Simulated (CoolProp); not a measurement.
Vapour-liquid equilibrium of R114 (1) + R113 (2) at 97.25 °C; x and y are mole fractions of (1).

Values from CoolProp's multi-fluid Helmholtz-energy mixture model, Platzer 1990 and Marx 1992; pair parameters Bell 2016. This equation is an older, rougher fit; its heat capacities, sound speeds and derivatives of the liquid may be far off and weren't checked against measurements.

```json
[
 {"x": "0.05", "bubble pressure, mixture model (MPa)": "0.4506", "bubble pressure, Raoult's law (MPa)": "0.4558", "y, mixture model": "0.126", "y, Raoult's law": "0.147"},
 {"x": "0.15", "bubble pressure, mixture model (MPa)": "0.5356", "bubble pressure, Raoult's law (MPa)": "0.5492", "y, mixture model": "0.325", "y, Raoult's law": "0.367"},
 {"x": "0.25", "bubble pressure, mixture model (MPa)": "0.6228", "bubble pressure, Raoult's law (MPa)": "0.6426", "y, mixture model": "0.473", "y, Raoult's law": "0.523"},
 {"x": "0.35", "bubble pressure, mixture model (MPa)": "0.7118", "bubble pressure, Raoult's law (MPa)": "0.7360", "y, mixture model": "0.588", "y, Raoult's law": "0.639"},
 {"x": "0.45", "bubble pressure, mixture model (MPa)": "0.8025", "bubble pressure, Raoult's law (MPa)": "0.8294", "y, mixture model": "0.681", "y, Raoult's law": "0.729"},
 {"x": "0.55", "bubble pressure, mixture model (MPa)": "0.8947", "bubble pressure, Raoult's law (MPa)": "0.9228", "y, mixture model": "0.757", "y, Raoult's law": "0.801"},
 {"x": "0.65", "bubble pressure, mixture model (MPa)": "0.9888", "bubble pressure, Raoult's law (MPa)": "1.016", "y, mixture model": "0.822", "y, Raoult's law": "0.859"},
 {"x": "0.75", "bubble pressure, mixture model (MPa)": "1.085", "bubble pressure, Raoult's law (MPa)": "1.110", "y, mixture model": "0.879", "y, Raoult's law": "0.908"},
 {"x": "0.85", "bubble pressure, mixture model (MPa)": "1.185", "bubble pressure, Raoult's law (MPa)": "1.203", "y, mixture model": "0.930", "y, Raoult's law": "0.949"},
 {"x": "0.95", "bubble pressure, mixture model (MPa)": "1.289", "bubble pressure, Raoult's law (MPa)": "1.296", "y, mixture model": "0.977", "y, Raoult's law": "0.984"}
]
```

The largest gap from Raoult's law is -3.3 % in bubble pressure, at x = 0.35. No azeotrope shows between x = 0.05 and 0.95.

Pair parameters are fitted to limited data, so mixtures are less certain than the pure fluids.
